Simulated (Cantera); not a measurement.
An isothermal, constant-pressure homogeneous reactor starts with H2 : O2 : N2 = 1.4 : 1 : 0.53 (molar parts), equivalence ratio 0.70, at 800 K and 0.133 bar. Integrator tolerance rtol = 1e-08.

Model: GRI-Mech 3.0 (53 species, 325 reactions), integrated in Cantera. Radical loss at walls, strong at low pressure, is not modelled. Below about 950 K walls govern HO2 and H2O2 in real vessels. The temperature is held fixed by assumption; the heat of reaction is taken as removed at once.

Question: What does this change do: H2 1.4 to 8.1 parts?

Answer: 
| quantity | before | after |
|---|---|---|
| x(H2) at 4.00 s | 0.394 (gas-phase equilibrium <1e-12) | 0.779 (gas-phase equilibrium 0.707) |
| x(O2) at 4.00 s | 0.305 (gas-phase equilibrium 0.135) | 0.0559 (gas-phase equilibrium <1e-12) |
| x(H) at 4.00 s | 4.90e-9 (gas-phase equilibrium <1e-12) | 2.35e-8 (gas-phase equilibrium 6.71e-12) |
| x(HO2) at 4.00 s | 5.44e-6 (gas-phase equilibrium 1.85e-11) | 4.43e-6 (gas-phase equilibrium <1e-12) |
| x(OH) at 4.00 s | 1.68e-10 (gas-phase equilibrium 3.25e-9) | 9.02e-11 (gas-phase equilibrium <1e-12) |
| x(NO) at 4.00 s | 3.40e-11 (gas-phase equilibrium 8.86e-7) | 2.50e-11 (gas-phase equilibrium <1e-12) |

Question: What does this change do: O2 1 to 0.13 parts?

Answer: 
```
quantity                                            before                                     after
----------------  ----------------------------------------  ----------------------------------------
x(H2) at 4.00 s       0.394 (gas-phase equilibrium <1e-12)       0.605 (gas-phase equilibrium 0.591)
x(O2) at 4.00 s        0.305 (gas-phase equilibrium 0.135)     0.0100 (gas-phase equilibrium <1e-12)
x(H) at 4.00 s      4.90e-9 (gas-phase equilibrium <1e-12)  5.21e-8 (gas-phase equilibrium 6.14e-12)
x(HO2) at 4.00 s  5.44e-6 (gas-phase equilibrium 1.85e-11)    1.99e-6 (gas-phase equilibrium <1e-12)
x(OH) at 4.00 s   1.68e-10 (gas-phase equilibrium 3.25e-9)   6.49e-11 (gas-phase equilibrium <1e-12)
x(NO) at 4.00 s   3.40e-11 (gas-phase equilibrium 8.86e-7)   5.67e-10 (gas-phase equilibrium <1e-12)
```
